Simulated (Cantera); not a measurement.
Charge: 1 mol Fe, 0.16 mol SO2, 47 mol CO, equilibrated at 750 K and 101000 Pa.

Cantera equilibrium calculation (NASA polynomials, part measured and part estimated; ideal gas, pure solids and liquids). Candidate condensed phases: C, Fe, Fe(CO)5, FeO, FeS, FeSO4, FeS2, Fe2O3, Fe2(SO4)3, Fe3O4, S; 25 gas species. FeS: taken at fixed stoichiometry. Equilibrium is a limit: real reactors are often held back by kinetics, nucleation or transport.

Base state: CO2 0.959, CO 0.0412 (mole fractions); condensed: C(graphite) + FeS(s) + Fe3O4(s).

Q: What changes in the equilibrium state with this change: SO2 from 0.16 to 2.4 mol?

A: 
```tsv
species	before	after
CO2	0.959	0.943
CO	0.0412	0.0409
COS	6.56e-6	0.0161
CS2	<1e-9	6.58e-5
C(graphite), mol	23.4	20.3
FeS(s), mol	0.160	0.0330
Fe3O4(s), mol	0.280	0
FeS2(s), mol	0	0.967
```

Q: What changes in the equilibrium state with this change: temperature from 750 K to 1150 K?

A: 
```json
[
 {"species": "CO", "before": "0.0412", "after": "0.963"},
 {"species": "CO2", "before": "0.959", "after": "0.0371"},
 {"species": "COS", "before": "6.56e-6", "after": "9.61e-5"},
 {"species": "C(graphite), mol", "before": "23.4", "after": "1.37"},
 {"species": "FeS(s), mol", "before": "0.160", "after": "0.156"},
 {"species": "Fe3O4(s), mol", "before": "0.280", "after": "0"},
 {"species": "Fe(α), mol", "before": "0", "after": "0.844"}
]
```
Mutual solubility and eutectic melting of coexisting phases are not modelled. Condensed phases not in the tables: cementite and carbon dissolved in iron.

Q: What changes in the equilibrium state with this change: temperature from 750 K to 923.15 K?

A: 
```json
[
 {"species": "CO2", "before": "0.959", "after": "0.575"},
 {"species": "CO", "before": "0.0412", "after": "0.425"},
 {"species": "COS", "before": "6.56e-6", "after": "3.54e-5"},
 {"species": "C(graphite), mol", "before": "23.4", "after": "17.5"},
 {"species": "FeS(s), mol", "before": "0.160", "after": "0.159"},
 {"species": "Fe3O4(s), mol", "before": "0.280", "after": "0"},
 {"species": "FeO(s), mol", "before": "0", "after": "0.841"}
]
```
The tables' stoichiometric FeO is somewhat more stable than real wüstite, so its field is too wide. FeO, FeS: taken at fixed stoichiometry.
